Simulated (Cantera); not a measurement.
A closed system holds: 1 mol Ta, 6.5 mol N2O, 2.1 mol H2, at 1.00 bar.

Cantera equilibrium calculation (NASA polynomials, part measured and part estimated; ideal gas, pure solids and liquids). Candidate condensed phases: H2O, Ta, Ta2O5; 27 gas species. The numbers say what is thermodynamically allowed, not how fast it happens.

Q: Which condensed phases are stable at each of these points (T (°C)): 575, 725, 875, 1025, 1175, 1325, 1475, 1625, 1775, 1925, 2075, 2225?

A: 
```csv
T (°C),condensed phases,Ta condensed (%)
575,Ta2O5(s),100.0
725,Ta2O5(s),100.0
875,Ta2O5(s),100.0
1025,Ta2O5(s),100.0
1175,Ta2O5(s),100.0
1325,Ta2O5(s),100.0
1475,Ta2O5(s),100.0
1625,Ta2O5(s),100.0
1775,Ta2O5(s),100.0
1925,Ta2O5(l),100.0
2075,Ta2O5(l),100.0
2225,Ta2O5(l),100.0
```

From 575 °C to 1775 °C the condensed part is Ta2O5(s). From 1925 °C to 2225 °C the condensed part is Ta2O5(l).
